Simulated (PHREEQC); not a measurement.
Dissolve 23 mmol/kgw CuSO4 and 0.036 mmol/kgw FeCl3 at 25 °C. Closed to the air; pH follows from the charge balance.

Computed with PHREEQC (ion-association model, phreeqc.dat).

Q: The ionic strength comes out as 0.0577 mol/kgw. What activity coefficients do Cu+2, FeSO4+, FeOH+2, H+, SO4-2 get?

A: Cu+2 0.46, FeSO4+ 0.82, FeOH+2 0.45, H+ 0.85, SO4-2 0.44.

This is a speciation only: nothing precipitates in the calculation. Saturation is exceeded, for instance for Fe(OH)3(a), Hematite (slow to form); the values hold only as long as no solid forms.
